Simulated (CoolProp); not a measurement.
A simple Rankine cycle with tetrahydrofuran: condensing at 315.15 K, boiler at 0.147 MPa, turbine inlet 352.9 K, turbine efficiency 0.6, pump efficiency 0.7, no recuperator. Each further row changes one setting.

Model: reference Helmholtz-energy equation of state, Fiedler 2023, in CoolProp.

```tsv
case	thermal efficiency (%)	net work (kJ/kg)	heat in (kJ/kg)	turbine exit temperature (K)	volume ratio over the turbine
as stated	5.7	27.2	476	328.4	3.22
turbine inlet 372.9 K	5.8	29.0	503	348.9	3.23
condensing temperature 307.15 K	6.9	33.8	491	322.4	4.36
boiler pressure 0.103 MPa	4.1	19.7	478	335.8	2.28
turbine efficiency 0.5	4.7	22.6	476	332.2	3.26
```
